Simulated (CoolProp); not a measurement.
Properties of nitrous oxide along the isotherm 226.85 °C.

The numbers come from the reference Helmholtz-energy equation of state, Lemmon 2006 in CoolProp. It is a short technical equation, of lower accuracy than the large ones.

| p (kPa) | phase | Z | cp (kJ/(kg K)) | speed of sound (m/s) | isothermal compressibility (1/MPa) | fugacity coefficient |
|---|---|---|---|---|---|---|
| 1090 | gas | 0.9908 | 1.058 | 338.4 | 0.9259 | 0.9908 |
| 2170 | gas | 0.9818 | 1.073 | 337.3 | 0.4692 | 0.9818 |
| 3260 | gas | 0.9730 | 1.090 | 336.2 | 0.3150 | 0.9729 |
| 4350 | gas | 0.9643 | 1.107 | 335.3 | 0.2380 | 0.9642 |
| 5430 | gas | 0.9559 | 1.125 | 334.6 | 0.1922 | 0.9557 |
| 6520 | gas | 0.9477 | 1.143 | 334.0 | 0.1612 | 0.9474 |
| 7610 | supercritical | 0.9397 | 1.161 | 333.6 | 0.1391 | 0.9392 |
| 8690 | supercritical | 0.9321 | 1.180 | 333.3 | 0.1225 | 0.9312 |
| 9780 | supercritical | 0.9247 | 1.200 | 333.2 | 0.1094 | 0.9234 |
| 10900 | supercritical | 0.9174 | 1.220 | 333.3 | 0.09866 | 0.9155 |
